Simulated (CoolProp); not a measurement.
Saturation properties of p-xylene.

Model: reference Helmholtz-energy equation of state, Zhou 2012, in CoolProp.

```json
[
 {"T (°C)": "103.45", "p (kPa)": "36.00", "vapour density (kg/m³)": "1.249", "liquid cp (kJ/(kg K))": "1.986", "surface tension (mN/m)": "19.7", "liquid viscosity (µPa s)": "285"},
 {"T (°C)": "135.65", "p (kPa)": "94.29", "vapour density (kg/m³)": "3.084", "liquid cp (kJ/(kg K))": "2.103", "surface tension (mN/m)": "16.6", "liquid viscosity (µPa s)": "224"},
 {"T (°C)": "167.75", "p (kPa)": "209.5", "vapour density (kg/m³)": "6.575", "liquid cp (kJ/(kg K))": "2.226", "surface tension (mN/m)": "13.5", "liquid viscosity (µPa s)": "179"},
 {"T (°C)": "199.95", "p (kPa)": "412.6", "vapour density (kg/m³)": "12.69", "liquid cp (kJ/(kg K))": "2.359", "surface tension (mN/m)": "10.6", "liquid viscosity (µPa s)": "143"},
 {"T (°C)": "232.05", "p (kPa)": "738.3", "vapour density (kg/m³)": "22.81", "liquid cp (kJ/(kg K))": "2.509", "surface tension (mN/m)": "7.78", "liquid viscosity (µPa s)": "115"},
 {"T (°C)": "264.25", "p (kPa)": "1231", "vapour density (kg/m³)": "39.63", "liquid cp (kJ/(kg K))": "2.702", "surface tension (mN/m)": "5.14", "liquid viscosity (µPa s)": "92.8"},
 {"T (°C)": "296.45", "p (kPa)": "1945", "vapour density (kg/m³)": "69.31", "liquid cp (kJ/(kg K))": "3.030", "surface tension (mN/m)": "2.72", "liquid viscosity (µPa s)": "76.4"},
 {"T (°C)": "328.55", "p (kPa)": "2952", "vapour density (kg/m³)": "136.6", "liquid cp (kJ/(kg K))": "4.416", "surface tension (mN/m)": "0.661", "liquid viscosity (µPa s)": "59.6"}
]
```

It boils at 138.3 °C under 1 atm.

Viscosity comes from a separate model (Balogun 2015). Surface tension comes from a separate correlation (Mulero 2014).
